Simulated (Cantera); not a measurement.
An adiabatic, constant-volume homogeneous reactor starts with 6.76 % CH₄, 15.3 % O₂, 78.0 % N₂, equivalence ratio 0.88, at 1725 K and 1.01 bar.

Model: GRI-Mech 3.0 (53 species, 325 reactions), integrated in Cantera.

Question: Predict: time of steepest temperature rise; temperature at 0.100 s; equilibrium temperature; x(O₂) at 0.100 s; x(HCN) at 0.100 s; x(OH) at 0.100 s; x(NO) at 0.100 s.

Answer: 
```
Property                                                             Value
---------------------------------  ---------------------------------------
time of steepest temperature rise                                 0.207 ms
temperature at 0.100 s                                              2821 K
equilibrium temperature                                             2821 K
x(O₂) at 0.100 s                     0.0249 (gas-phase equilibrium 0.0249)
x(HCN) at 0.100 s                  1.13e-9 (gas-phase equilibrium 1.13e-9)
x(OH) at 0.100 s                     0.0185 (gas-phase equilibrium 0.0185)
x(NO) at 0.100 s                     0.0127 (gas-phase equilibrium 0.0127)
```
